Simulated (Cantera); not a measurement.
An adiabatic, constant-pressure homogeneous reactor starts with CH4 : CO : O2 : N2 : H2 = 1 : 0.33 : 0.984 : 3.7 : 0.033 (molar parts), equivalence ratio 2.2, at 1200 K and 1.00 bar.

Model: GRI-Mech 3.0 (53 species, 325 reactions), integrated in Cantera.

Q: Predict: time of steepest temperature rise; temperature at 3.00 s; equilibrium temperature; x(CO) at 3.00 s; x(O2) at 3.00 s; x(HCN) at 3.00 s; x(H) at 3.00 s; x(CH2O) at 3.00 s.

A: 
* **time of steepest temperature rise**: 67.2 ms
* **temperature at 3.00 s**: 2210 K
* **equilibrium temperature**: 2210 K
* **x(CO) at 3.00 s**: 0.167 (gas-phase equilibrium 0.167)
* **x(O2) at 3.00 s**: 6.86e-7 (gas-phase equilibrium 6.86e-7)
* **x(HCN) at 3.00 s**: 1.58e-7 (gas-phase equilibrium 1.58e-7)
* **x(H) at 3.00 s**: 0.00249 (gas-phase equilibrium 0.00249)
* **x(CH2O) at 3.00 s**: 1.15e-8 (gas-phase equilibrium 1.15e-8)
